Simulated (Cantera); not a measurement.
**Hydrocarbon pyrolysis for carbon deposition**

A perfectly stirred reactor is fed with C₂H₆ : N₂ = 1 : 2.4 (molar parts), at 14000 Pa; it is held at 1675 K, and followed from long to short residence time.

Detailed kinetics in Cantera: GRI-Mech 3.0 (53 species, 325 reactions). GRI-Mech 3.0 stops at C3 and has no aromatics, soot or wall deposition, so with more carbon than oxygen in the feed, carbon stays in small species such as C2H2 where larger ones or solid carbon would form.

```
τ (s)      x C₂H₆    x CH₂       x H   x H₂    x C₂H  x C₂H₂    x HCN
-------  --------  -------  --------  -----  -------  ------  -------
4.1       1.02e-5  1.12e-7  0.000224  0.354  5.64e-7   0.180  4.09e-6
1.5       2.57e-5  1.99e-7  0.000251  0.347  6.37e-7   0.178  3.07e-6
0.54      6.43e-5  3.66e-7  0.000291  0.339  7.46e-7   0.176  2.46e-6
0.19     0.000162  6.81e-7  0.000343  0.328  8.90e-7   0.172  2.00e-6
0.070    0.000391  1.21e-6  0.000399  0.314  1.05e-6   0.168  1.61e-6
0.025    0.000973  2.14e-6  0.000461  0.296  1.24e-6   0.160  1.23e-6
0.0092    0.00237  3.60e-6  0.000522  0.272  1.42e-6   0.150  9.06e-7
0.0033    0.00596  6.00e-6  0.000580  0.242  1.57e-6   0.132  6.46e-7
0.0012     0.0149  9.75e-6  0.000622  0.205  1.59e-6   0.106  4.58e-7
0.00044    0.0364  1.52e-5  0.000629  0.162  1.35e-6  0.0705  3.24e-7
```
x: mole fraction; the columns are a selection and need not sum to one.
